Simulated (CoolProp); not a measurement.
Vapour-liquid equilibrium of CH2F2 (R32) (1) + R123 (2) at 0.916 bar; x and y are mole fractions of (1).

The numbers come from the multi-fluid Helmholtz-energy mixture model, Tillner-Roth 1997 and Younglove 1994; pair parameters Bell 2016 in CoolProp.

Task: Give the bubble temperature and the first vapour's composition at x = 0.35, 0.425, 0.95. Is there an azeotrope?

Result: x = 0.35: -39.5 °C, y = 0.970; x = 0.425: -42.5 °C, y = 0.977; x = 0.95: -52.7 °C, y = 0.998. No azeotrope shows between x = 0.05 and 0.95.

The pair parameters rest on a limited set of measurements; away from them the model extrapolates.
